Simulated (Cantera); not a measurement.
Input (Python, Cantera) and output of one run.

```python
import numpy as np
import cantera as ct

gas_names = """
    Cr CrN CrO CrO2 CrO3 N NO NO2 NO3 N2 N2O O O2 O3
""".split()
cond_names = """
    Cr(cr) Cr(L) CrN(s) Cr2N(s) Cr2O3(s) Cr2O3(L)
""".split()


# ... load() reads the species with a 1 bar reference pressure and builds the phases ...
atoms = {
    'Cr': {'Cr': 1},
    'N2O': {'N': 2, 'O': 1},
    'N2': {'N': 2},
}
top_T = {'CrN(s)': 1900, 'Cr2N(s)': 1900}  # K; cautious upper limits of use, not melting points


# ... equilibrate(T, P, feed) seeds the gas with the atoms and calls Mixture.equilibrate('TP', solver="vcs", rtol=1e-11, max_steps=5000) ...
results = []
T = 2550  # K
P = 490  # Pa
for m in [2.9, 3.5, 4.3, 5.2, 6.3, 7.6, 9.3, 11, 14, 16, 20]:
    feed = {'Cr': 1, 'N2O': 0.88, 'N2': m}  # mol
    mix = equilibrate(T, P, feed)
    results.append((T, P, feed, dict(zip(mix.species_names, mix.species_moles))))
    x = sorted(zip(gas.X, gas.species_names), reverse=True)
    print(f"T = {T:g} K  P = {P:g} Pa  n(N2) = {m:g} mol  gas = {mix.phase_moles(0):.4g} mol")
    print("   x: " + "  ".join(f"{s} {v:.3e}" for v, s in x if v > 0.001))
    print("   condensed (mol): " + ("  ".join(f"{mix.phase(i).name} {mix.phase_moles(i):.4g}"
          for i in range(1, mix.n_phases) if mix.phase_moles(i) > 1e-12) or "none"))
```

Result:

```
T = 2550 K  P = 490 Pa  n(N2) = 2.9 mol  gas = 4.954 mol
   x: N2 7.606e-01  Cr 9.314e-02  CrO 8.578e-02  O 2.418e-02  CrO2 2.292e-02  O2 8.417e-03  NO 4.929e-03
   condensed (mol): none
T = 2550 K  P = 490 Pa  n(N2) = 3.5 mol  gas = 5.567 mol
   x: N2 7.844e-01  Cr 8.483e-02  CrO 7.536e-02  O 2.333e-02  CrO2 1.942e-02  O2 7.831e-03  NO 4.828e-03
   condensed (mol): none
T = 2550 K  P = 490 Pa  n(N2) = 4.3 mol  gas = 6.383 mol
   x: N2 8.092e-01  Cr 7.608e-02  CrO 6.463e-02  O 2.231e-02  CrO2 1.593e-02  O2 7.162e-03  NO 4.689e-03
   condensed (mol): none
T = 2550 K  P = 490 Pa  n(N2) = 5.2 mol  gas = 7.3 mol
   x: N2 8.306e-01  Cr 6.842e-02  CrO 5.550e-02  O 2.130e-02  CrO2 1.306e-02  O2 6.529e-03  NO 4.537e-03
   condensed (mol): none
T = 2550 K  P = 490 Pa  n(N2) = 6.3 mol  gas = 8.418 mol
   x: N2 8.507e-01  Cr 6.116e-02  CrO 4.710e-02  O 2.022e-02  CrO2 1.053e-02  O2 5.887e-03  NO 4.359e-03
   condensed (mol): none
T = 2550 K  P = 490 Pa  n(N2) = 7.6 mol  gas = 9.738 mol
   x: N2 8.687e-01  Cr 5.455e-02  CrO 3.973e-02  O 1.913e-02  CrO2 8.398e-03  O2 5.264e-03  NO 4.166e-03
   condensed (mol): none
T = 2550 K  P = 490 Pa  n(N2) = 9.3 mol  gas = 11.46 mol
   x: N2 8.863e-01  Cr 4.803e-02  CrO 3.274e-02  O 1.790e-02  CrO2 6.478e-03  O2 4.613e-03  NO 3.939e-03
   condensed (mol): none
T = 2550 K  P = 490 Pa  n(N2) = 11 mol  gas = 13.18 mol
   x: N2 8.994e-01  Cr 4.306e-02  CrO 2.765e-02  O 1.687e-02  CrO2 5.154e-03  O2 4.094e-03  NO 3.738e-03
   condensed (mol): none
T = 2550 K  P = 490 Pa  n(N2) = 14 mol  gas = 16.21 mol
   x: N2 9.161e-01  Cr 3.662e-02  CrO 2.142e-02  O 1.536e-02  CrO2 3.635e-03  NO 3.435e-03  O2 3.395e-03
   condensed (mol): none
T = 2550 K  P = 490 Pa  n(N2) = 16 mol  gas = 18.23 mol
   x: N2 9.243e-01  Cr 3.341e-02  CrO 1.848e-02  O 1.452e-02  NO 3.263e-03  O2 3.036e-03  CrO2 2.966e-03
   condensed (mol): none
T = 2550 K  P = 490 Pa  n(N2) = 20 mol  gas = 22.26 mol
   x: N2 9.365e-01  Cr 2.855e-02  CrO 1.429e-02  O 1.314e-02  NO 2.972e-03  O2 2.486e-03  CrO2 2.075e-03
   condensed (mol): none
```

Equilibrium computed with Cantera from the NASA thermochemical tables; the gas is ideal and each condensed phase is pure.
